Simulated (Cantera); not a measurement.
What does this Cantera script print?

```python
import numpy as np
import cantera as ct

gas = ct.Solution("gri30.yaml")
gas.TPX = 1648, 140000, {'CO': 1, 'H2': 0.045, 'O2': 0.78, 'N2': 2.93, 'H2O': 0.1}
reactor = ct.IdealGasConstPressureReactor(gas, energy="on", clone=False)
net = ct.ReactorNet([reactor])
net.rtol, net.atol = 1e-08, 1e-16
show = ['CO', 'H2', 'O2', 'NO', 'OH', 'N2O', 'H2O']
times = np.geomspace(1e-06, 4, 15)

steps = ct.SolutionArray(gas, extra=["t"])
rows = []
print(f"{'t/s':>10s}{'T/K':>9s}{'P/Pa':>11s}" + "".join(f"{s:>11s}" for s in show))
for t in times:
    while net.time < t:
        t_next = net.step()
        steps.append(gas.state, t=t_next)
    rows.append([np.interp(t, steps.t, y) for y in (steps.T, steps.P, *steps(*show).X.T)])
    print(f"{t:10.3e}{rows[-1][0]:9.1f}{rows[-1][1]:11.4g}" + "".join(f"{x:11.3e}" for x in rows[-1][2:]))
rate = np.gradient(steps.T, steps.t)
print("integrator steps:", len(steps.t))
if steps.T.max() > steps.T[0] + 200:
    print(f"time of steepest temperature rise: {steps.t[rate.argmax()]:.4e} s")
gas.TPX = 1648, 140000, {'CO': 1, 'H2': 0.045, 'O2': 0.78, 'N2': 2.93, 'H2O': 0.1}
gas.equilibrate("HP")
print(f"equilibrium (HP): T = {gas.T:.1f} K  " + "  ".join(f"{s} {gas[s].X[0]:.3e}" for s in show))
```

It prints:

```
       t/s      T/K       P/Pa         CO         H2         O2         NO         OH        N2O        H2O
 1.000e-06   1648.0    1.4e+05  2.060e-01  9.269e-03  1.607e-01  2.031e-14  1.041e-07  1.135e-12  2.060e-02
 2.962e-06   1648.0    1.4e+05  2.060e-01  9.268e-03  1.607e-01  2.417e-13  8.305e-07  7.901e-12  2.060e-02
 8.773e-06   1648.0    1.4e+05  2.059e-01  9.229e-03  1.606e-01  9.547e-12  2.383e-05  2.168e-10  2.061e-02
 2.599e-05   1701.6    1.4e+05  1.812e-01  1.427e-03  1.364e-01  7.596e-07  4.158e-03  2.151e-07  2.347e-02
 7.697e-05   2134.2    1.4e+05  9.857e-02  2.709e-03  8.888e-02  7.209e-05  9.993e-03  4.162e-07  1.656e-02
 2.280e-04   2494.7    1.4e+05  7.674e-02  1.887e-03  8.478e-02  5.514e-04  1.100e-02  5.844e-07  2.196e-02
 6.752e-04   2702.7    1.4e+05  5.792e-02  1.299e-03  7.800e-02  3.385e-03  1.004e-02  8.531e-07  2.483e-02
 2.000e-03   2716.2    1.4e+05  5.537e-02  1.240e-03  7.396e-02  1.030e-02  9.631e-03  9.329e-07  2.528e-02
 5.924e-03   2710.3    1.4e+05  5.493e-02  1.237e-03  7.106e-02  1.626e-02  9.396e-03  1.003e-06  2.544e-02
 1.755e-02   2709.6    1.4e+05  5.488e-02  1.236e-03  7.070e-02  1.699e-02  9.367e-03  1.014e-06  2.546e-02
 5.197e-02   2709.6    1.4e+05  5.488e-02  1.236e-03  7.070e-02  1.699e-02  9.367e-03  1.014e-06  2.546e-02
 1.539e-01   2709.6    1.4e+05  5.488e-02  1.236e-03  7.070e-02  1.699e-02  9.367e-03  1.014e-06  2.546e-02
 4.559e-01   2709.6    1.4e+05  5.488e-02  1.236e-03  7.070e-02  1.699e-02  9.367e-03  1.014e-06  2.546e-02
 1.350e+00   2709.6    1.4e+05  5.488e-02  1.236e-03  7.070e-02  1.699e-02  9.367e-03  1.014e-06  2.546e-02
 4.000e+00   2709.6    1.4e+05  5.488e-02  1.236e-03  7.070e-02  1.699e-02  9.367e-03  1.014e-06  2.546e-02
integrator steps: 1195
time of steepest temperature rise: 3.7495e-05 s
equilibrium (HP): T = 2709.6 K  CO 5.488e-02  H2 1.236e-03  O2 7.070e-02  NO 1.699e-02  OH 9.367e-03  N2O 1.014e-06  H2O 2.546e-02
```

Model: GRI-Mech 3.0 (53 species, 325 reactions), integrated in Cantera.
